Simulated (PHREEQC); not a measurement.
Consider water at 25 °C with 170 mmol/kgw H2SO4, 31 mmol/kgw AlCl3 and 160 mmol/kgw MgCl2. Closed to the air; pH follows from the charge balance.

Computed with PHREEQC (ion-association model, phreeqc.dat).

```csv
quantity,before,after
pH,0.74,3.53
ionic strength (mol/kgw),0.744,0.665
Mg+2 (mol/kgw),0.130,0.160
```

Task: Which change was made?
A. H2SO4 left out
B. H2SO4 replaced by CdSO4 at the same molality
C. diluted 10-fold with water
D. AlCl3 replaced by ZnCl2 at the same molality
E. 0.3 mol/kgw LiOH added

Result: A, H2SO4 left out

This is a speciation only: nothing precipitates in the calculation. The ionic strength passes 0.7 mol/kgw, the rough limit of the ion-association models, in before.
